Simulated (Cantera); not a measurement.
Input (Python, Cantera):

```python
import numpy as np
import cantera as ct

gas = ct.Solution("gri30.yaml")
gas.TPX = 2100, 2666, {'NO': 1, 'N2': 1.5}
reactor = ct.IdealGasConstPressureReactor(gas, energy="off", clone=False)
net = ct.ReactorNet([reactor])
net.rtol, net.atol = 1e-08, 1e-18
show = ['NO', 'NO2', 'N2', 'O2', 'O', 'N2O']
times = np.geomspace(0.0002, 200, 10)

steps = ct.SolutionArray(gas, extra=["t"])
rows = []
print(f"{'t/s':>10s}{'T/K':>9s}{'P/Pa':>11s}" + "".join(f"{s:>11s}" for s in show))
for t in times:
    while net.time < t:
        t_next = net.step()
        steps.append(gas.state, t=t_next)
    rows.append([np.interp(t, steps.t, y) for y in (steps.T, steps.P, *steps(*show).X.T)])
    print(f"{t:10.3e}{rows[-1][0]:9.1f}{rows[-1][1]:11.4g}" + "".join(f"{x:11.3e}" for x in rows[-1][2:]))
rate = np.gradient(steps.T, steps.t)
print("integrator steps:", len(steps.t))
if steps.T.max() > steps.T[0] + 200:
    print(f"time of steepest temperature rise: {steps.t[rate.argmax()]:.4e} s")
gas.TPX = 2100, 2666, {'NO': 1, 'N2': 1.5}
gas.equilibrate("TP")
print(f"equilibrium (TP): T = {gas.T:.1f} K  " + "  ".join(f"{s} {gas[s].X[0]:.3e}" for s in show))
```

It prints:

```
       t/s      T/K       P/Pa         NO        NO2         N2         O2          O        N2O
 2.000e-04   2100.0       2666  4.000e-01  3.873e-09  6.000e-01  5.119e-09  1.999e-06  1.955e-06
 9.283e-04   2100.0       2666  4.000e-01  7.070e-08  6.000e-01  1.130e-07  9.622e-06  8.675e-06
 4.309e-03   2100.0       2666  3.999e-01  8.719e-07  6.000e-01  2.742e-06  5.120e-05  3.295e-05
 2.000e-02   2100.0       2666  3.994e-01  5.727e-06  6.001e-01  8.021e-05  2.960e-04  6.987e-05
 9.283e-02   2100.0       2666  3.955e-01  1.421e-05  6.019e-01  1.677e-03  8.943e-04  6.345e-05
 4.309e-01   2100.0       2666  3.710e-01  2.362e-05  6.139e-01  1.365e-02  1.345e-03  5.068e-05
 2.000e+00   2100.0       2666  2.392e-01  3.466e-05  6.794e-01  7.882e-02  2.522e-03  1.713e-05
 9.283e+00   2100.0       2666  2.634e-02  5.918e-06  7.854e-01  1.846e-01  3.683e-03  2.375e-07
 4.309e+01   2100.0       2666  9.615e-03  2.210e-06  7.937e-01  1.929e-01  3.762e-03  8.800e-08
 2.000e+02   2100.0       2666  9.610e-03  2.208e-06  7.937e-01  1.929e-01  3.762e-03  8.797e-08
integrator steps: 1080
equilibrium (TP): T = 2100.0 K  NO 9.610e-03  NO2 2.208e-06  N2 7.937e-01  O2 1.929e-01  O 3.762e-03  N2O 8.797e-08
```

Detailed kinetics in Cantera: GRI-Mech 3.0 (53 species, 325 reactions). Radical loss at walls, strong at low pressure, is not modelled.
